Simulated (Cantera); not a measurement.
**Thermodynamics of iron carbonyl, mercury and lead vapours, feed Fe(CO)5 + H2**

Charge: 1 mol Fe(CO)5, a varied amount of H2, at 1150 °C and 0.450 Torr.

Cantera equilibrium calculation (NASA polynomials, part measured and part estimated; ideal gas, pure solids and liquids). Candidate condensed phases: C, C6H6, C7H8, C8H18, Fe, Fe(CO)5, FeO, Fe(OH)2, Fe(OH)3, Fe2O3, Fe3O4, H2O; 114 gas species. Equilibrium is a limit: real reactors are often held back by kinetics, nucleation or transport.

From 0.48 mol H2 to 39 mol H2 the condensed part is Fe(γ). The main Fe-bearing gas is Fe throughout.

| n(H2) (mol) | x CO | x H2 | x H | x Fe | x H2O | x CO2 | n Fe(γ) |
|---|---|---|---|---|---|---|---|
| 0.48 | 0.912 | 0.0875 | 8.04e-5 | 4.46e-5 | 1.48e-7 | 6.79e-7 | 1.000 |
| 0.72 | 0.874 | 0.126 | 9.64e-5 | 4.46e-5 | 2.10e-7 | 6.42e-7 | 1.000 |
| 1.1 | 0.820 | 0.180 | 0.000115 | 4.46e-5 | 3.21e-7 | 6.43e-7 | 1.000 |
| 1.6 | 0.757 | 0.242 | 0.000134 | 4.46e-5 | 4.47e-7 | 6.17e-7 | 1.000 |
| 2.4 | 0.676 | 0.324 | 0.000155 | 4.46e-5 | 6.05e-7 | 5.56e-7 | 1.000 |
| 3.6 | 0.581 | 0.418 | 0.000176 | 4.46e-5 | 7.65e-7 | 4.69e-7 | 1.000 |
| 5.3 | 0.485 | 0.514 | 0.000195 | 4.46e-5 | 8.92e-7 | 3.71e-7 | 1.000 |
| 7.9 | 0.388 | 0.612 | 0.000213 | 4.46e-5 | 9.73e-7 | 2.72e-7 | 0.999 |
| 12 | 0.294 | 0.706 | 0.000228 | 4.46e-5 | 9.91e-7 | 1.82e-7 | 0.999 |
| 18 | 0.217 | 0.782 | 0.000240 | 4.46e-5 | 9.46e-7 | 1.16e-7 | 0.999 |
| 26 | 0.161 | 0.838 | 0.000249 | 4.46e-5 | 8.69e-7 | 7.37e-8 | 0.999 |
| 39 | 0.114 | 0.886 | 0.000256 | 4.46e-5 | 7.62e-7 | 4.31e-8 | 0.998 |
x: gas mole fraction; n: condensed amount in mol.
